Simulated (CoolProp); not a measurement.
Vapour-liquid equilibrium of toluene (1) + n-octane (2) at 0.0121 MPa; x and y are mole fractions of (1).

Values from CoolProp's multi-fluid Helmholtz-energy mixture model, Lemmon 2006 and Beckmüller 2019; pair parameters Bell 2016.

Give the bubble temperature and the first vapour's composition at x = 0.2, 0.275, 0.35. Is there an azeotrope?

x = 0.2: 331.1 K, y = 0.358; x = 0.275: 329.6 K, y = 0.448; x = 0.35: 328.3 K, y = 0.524. No azeotrope shows between x = 0.05 and 0.95.

The pair parameters rest on a limited set of measurements; away from them the model extrapolates.
